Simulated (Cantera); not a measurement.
Input: 1 mol Si₃N₄, 0.079 mol N₂O, 1.1 mol N₂, equilibrated at 443 Torr.

Equilibrium computed with Cantera from the NASA thermochemical tables; the gas is ideal and each condensed phase is pure. Candidate condensed phases: Si, SiO₂, Si₂N₂O, Si₃N₄; 16 gas species. Mutual solubility and eutectic melting of coexisting phases are not modelled. Rates play no part.

Q: Which condensed phases are stable at each of these points (T (K)): 950, 1150, 1350, 1550, 1750, 1950, 2150?

A: 
| T (K) | condensed phases | Si condensed (%) |
|---|---|---|
| 950 | Si₂N₂O(s) + Si₃N₄(s) | 100.0 |
| 1150 | Si₂N₂O(s) + Si₃N₄(s) | 100.0 |
| 1350 | Si₂N₂O(s) + Si₃N₄(s) | 100.0 |
| 1550 | Si₂N₂O(s) + Si₃N₄(s) | 100.0 |
| 1750 | Si₂N₂O(s) + Si₃N₄(s) | 100.0 |
| 1950 | Si₂N₂O(s) + Si₃N₄(s) | 99.9 |
| 2150 | Si(l) | 97.3 |

From 950 K to 1950 K the condensed part is Si₂N₂O(s) + Si₃N₄(s). At 2150 K the condensed part is Si(l).
